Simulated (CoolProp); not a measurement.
Vapour-liquid equilibrium of p-xylene (1) + n-nonane (2) at 0.507 MPa; x and y are mole fractions of (1).

Computed with CoolProp (multi-fluid Helmholtz-energy mixture model, Zhou 2012 and Lemmon 2006; pair parameters Bell 2016).

| x | bubble temperature (K) | y at the bubble point | dew temperature at overall composition x (K) | liquid density (mol/L) |
|---|---|---|---|---|
| 0.05 | 496.4 | 0.061 | 496.5 | 4.235 |
| 0.2 | 494.1 | 0.235 | 494.5 | 4.489 |
| 0.35 | 492.0 | 0.396 | 492.6 | 4.766 |
| 0.5 | 490.0 | 0.548 | 490.6 | 5.072 |
| 0.65 | 488.1 | 0.692 | 488.7 | 5.408 |
| 0.8 | 486.3 | 0.829 | 486.7 | 5.782 |
| 0.95 | 484.5 | 0.959 | 484.7 | 6.198 |

No azeotrope shows between x = 0.05 and 0.95.

The pair parameters rest on a limited set of measurements; away from them the model extrapolates.
